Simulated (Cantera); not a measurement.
A freely propagating, adiabatic, planar premixed flame of 29.6 % H2, 14.8 % O2, 55.6 % N2, equivalence ratio 1.0, unburnt at 373 K and 500000 Pa; mixture-averaged transport, grid criteria slope 0.08 and curve 0.16, no radiation.

Cantera simulation using the H2/O2 subset of GRI-Mech 3.0, which has no nitrogen chemistry; the numbers are that mechanism's predictions, not measurements. The hydrogen kinetics of GRI-Mech 3.0 are dated; newer H2 mechanisms differ, most at raised pressure. Burning velocities carry a grid error of a few per cent, more on coarse grids.

Task: Predict: laminar burning velocity; thermal thickness; peak x(OH); peak x(H2O2); peak x(H).

Result: 
- laminar burning velocity: 281 cm/s
- thermal thickness: 0.0514 mm
- peak x(OH): 0.0146
- peak x(H2O2): 0.000154
- peak x(H): 0.0225
